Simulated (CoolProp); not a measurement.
Vapour-liquid equilibrium of isohexane (1) + ethanol (2) at 4.88 bar; x and y are mole fractions of (1).

Model: multi-fluid Helmholtz-energy mixture model, Lemmon 2006 and Schroeder 2014; pair parameters Bell 2016, in CoolProp.

Give the bubble temperature and the first vapour's composition at x = 0.2, 0.35, 0.8. Is there an azeotrope?

x = 0.2: 382.6 K, y = 0.443; x = 0.35: 380.0 K, y = 0.521; x = 0.8: 380.9 K, y = 0.669. y crosses x between x = 0.5 and 0.65: the model has an azeotrope there.

The pair parameters rest on a limited set of measurements; away from them the model extrapolates.
